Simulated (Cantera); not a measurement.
Input: 1 mol SiH2Cl2, 2.4 mol H2, at 450 Pa.

Equilibrium computed with Cantera from the NASA thermochemical tables; the gas is ideal and each condensed phase is pure. Candidate condensed phases: Si; 19 gas species. The tables' values for SiCl, SiCl3 are old estimates; treat these amounts as uncertain. Gases not in the tables: Si2H6 and higher silanes. Kinetics and transport are ignored. All values below are at 1702 °C.

Base state: H2 0.658, HCl 0.184, SiCl2 0.127, H 0.0165, Si 0.00718, SiCl 0.00367, Cl 0.00345, SiCl3 0.000484 (mole fractions); condensed: Si(l).

Task: What changes in the equilibrium state with this change: H2 from 2.4 to 290 mol?

Result: 
| species | before | after |
|---|---|---|
| H2 | 0.658 | 0.970 |
| H | 0.0165 | 0.0201 |
| HCl | 0.184 | 0.00652 |
| SiCl2 | 0.127 | 4.62e-5 |
| Si | 0.00718 | 0.00307 |
| SiCl3 | 0.000484 | 5.16e-9 |
| SiCl | 0.00367 | 4.58e-5 |
| Cl | 0.00345 | 0.000101 |
| Si(l), mol | 0.378 | 0 |
The tables' values for SiCl are old estimates; treat these amounts as uncertain.
